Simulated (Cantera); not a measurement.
Feed: 1 mol B2H6, 0.069 mol O2.

These are equilibrium values from Cantera (NASA tables, ideal gas, pure condensed phases), not measurements of a reactor. Candidate condensed phases: B, B2O3, B3O3H3, H2O; 23 gas species. The feed counts by its element totals alone. Mutual solubility and eutectic melting of coexisting phases are not modelled. Equilibrium is a limit: real reactors are often held back by kinetics, nucleation or transport.

Q: What condenses at these points (T in K, P in Pa): (1925, 27000); (1825, 140); (1025, 1900); (1325, 27000); (1525, 100000)?

A: 
```json
[
 {"T (K)": "1925", "P in Pa": "27000", "condensed phases": "B", "B condensed (%)": "93.1"},
 {"T (K)": "1825", "P in Pa": "140", "condensed phases": "B", "B condensed (%)": "93.1"},
 {"T (K)": "1025", "P in Pa": "1900", "condensed phases": "B + B2O3", "B condensed (%)": "99.6"},
 {"T (K)": "1325", "P in Pa": "27000", "condensed phases": "B + B2O3", "B condensed (%)": "98.3"},
 {"T (K)": "1525", "P in Pa": "100000", "condensed phases": "B + B2O3", "B condensed (%)": "96.2"}
]
```
